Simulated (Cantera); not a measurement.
## Reactions in the system C-H-Si

Cantera with NASA thermochemical tables; ideal gases at 1 bar, condensed phases pure. Values are per mole of reaction as written; species without (g) are pure solids or liquids, kept so even where they would boil at 1 bar.

5 SiH2(g) + 2 CH3(g) ⇌ 4 SiH4(g) + SiC2(g)

```csv
T (K),ΔH° (kJ),ΔS° (J/K),ΔG° (kJ),log10 K
1900,-770.6,-389.8,-30.0,0.82
2100,-765.3,-387.2,47.7,-1.19
2300,-759.5,-384.5,124.9,-2.84
2500,-753.2,-381.9,201.5,-4.21
2700,-746.6,-379.4,277.7,-5.37
2900,-739.7,-376.9,353.3,-6.36
```

SiH4(g) ⇌ SiH3(g) + H(g)

| T (K) | ΔH° (kJ) | ΔS° (J/K) | ΔG° (kJ) | log10 K |
|---|---|---|---|---|
| 1900 | 400.5 | 140.2 | 134.2 | -3.69 |
| 2100 | 400.2 | 140.0 | 106.2 | -2.64 |
| 2300 | 399.8 | 139.9 | 78.2 | -1.78 |
| 2500 | 399.4 | 139.7 | 50.2 | -1.05 |
| 2700 | 398.9 | 139.5 | 22.3 | -0.43 |
| 2900 | 398.4 | 139.3 | -5.6 | 0.10 |

3 SiC2(g) + 3 SiH2(g) ⇌ 6 Si + C6H6(g)

```
T (K)  ΔH° (kJ)  ΔS° (J/K)  ΔG° (kJ)  log10 K
-----  --------  ---------  --------  -------
1900    -2150.3     -746.8    -731.4    20.11
2100    -2137.9     -740.6    -582.7    14.49
2300    -2125.1     -734.8    -435.1     9.88
2500    -2112.0     -729.3    -288.7     6.03
2700    -2098.8     -724.2    -143.4     2.77
2900    -2085.8     -719.6       1.0    -0.02
```

5 C + 4 SiH3(g) ⇌ 2 Si2C(g) + 3 CH4(g)

```json
[
 {"T (K)": "1900", "ΔH° (kJ)": "-39.2", "ΔS° (J/K)": "96.2", "ΔG° (kJ)": "-221.9", "log10 K": "6.10"},
 {"T (K)": "2100", "ΔH° (kJ)": "-42.0", "ΔS° (J/K)": "94.8", "ΔG° (kJ)": "-241.0", "log10 K": "5.99"},
 {"T (K)": "2300", "ΔH° (kJ)": "-43.6", "ΔS° (J/K)": "94.0", "ΔG° (kJ)": "-259.9", "log10 K": "5.90"},
 {"T (K)": "2500", "ΔH° (kJ)": "-44.2", "ΔS° (J/K)": "93.8", "ΔG° (kJ)": "-278.6", "log10 K": "5.82"},
 {"T (K)": "2700", "ΔH° (kJ)": "-43.6", "ΔS° (J/K)": "94.0", "ΔG° (kJ)": "-297.4", "log10 K": "5.75"},
 {"T (K)": "2900", "ΔH° (kJ)": "-41.9", "ΔS° (J/K)": "94.6", "ΔG° (kJ)": "-316.3", "log10 K": "5.70"}
]
```
